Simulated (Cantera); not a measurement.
# Thermodynamics of silicon epitaxy and polysilicon growth, feed Si2Cl6 + N2

A closed system holds: 1 mol Si2Cl6, 140 mol N2, held at 0.0133 bar.

Cantera equilibrium calculation (NASA polynomials, part measured and part estimated; ideal gas, pure solids and liquids). Candidate condensed phases: Si, Si3N4; 13 gas species. The feed counts by its element totals alone. N2 is the only nitrogen source here; it is nearly inert below about 1500 K, so the nitride shown seldom forms there in practice. The tables' values for SiCl3 are old estimates; treat these amounts as uncertain. Rates play no part.

```csv
T (K),x N2,x SiCl4,x SiCl2,x SiCl3,x Cl,x SiCl,x Cl2,n Si3N4(s)
1123,0.989,0.0105,3.05e-5,0.000160,2.26e-7,<1e-12,1.69e-10,0.164
1148,0.989,0.0104,5.85e-5,0.000235,3.83e-7,2.19e-12,2.72e-10,0.163
1173,0.989,0.0103,0.000109,0.000337,6.35e-7,7.37e-12,4.29e-10,0.160
1198,0.989,0.0102,0.000196,0.000475,1.03e-6,2.35e-11,6.61e-10,0.156
1223,0.989,0.00995,0.000345,0.000656,1.64e-6,7.12e-11,9.97e-10,0.151
1248,0.989,0.00966,0.000589,0.000888,2.54e-6,2.06e-10,1.47e-9,0.142
1273,0.989,0.00924,0.000977,0.00117,3.87e-6,5.68e-10,2.13e-9,0.130
1298,0.988,0.00868,0.00157,0.00151,5.78e-6,1.50e-9,2.99e-9,0.112
1323,0.988,0.00795,0.00245,0.00189,8.42e-6,3.79e-9,4.11e-9,0.0867
1348,0.987,0.00704,0.00368,0.00227,1.20e-5,9.15e-9,5.46e-9,0.0530
```
x: gas mole fraction; n: condensed amount in mol.

From 1123 K to 1348 K the condensed part is Si3N4(s). The main Si-bearing gas is SiCl4 throughout. The share of Si in condensed phases is highest at 1123 K (24.6 %) and lowest at 1348 K (7.9 %).
